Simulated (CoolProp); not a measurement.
Values from CoolProp's reference Helmholtz-energy equation of state, Thol 2022.

Question: For vinyl chloride, give the phase and the cv (kJ/(kg K)), expansivity (1/kK) at 341.8 K and 315 bar; 341.8 K and 455 bar; 341.8 K and 525 bar.

Answer: 
- 341.8 K and 315 bar: liquid; cv 0.981, expansivity 1.64
- 341.8 K and 455 bar: liquid; cv 0.990, expansivity 1.44
- 341.8 K and 525 bar: liquid; cv 0.993, expansivity 1.37
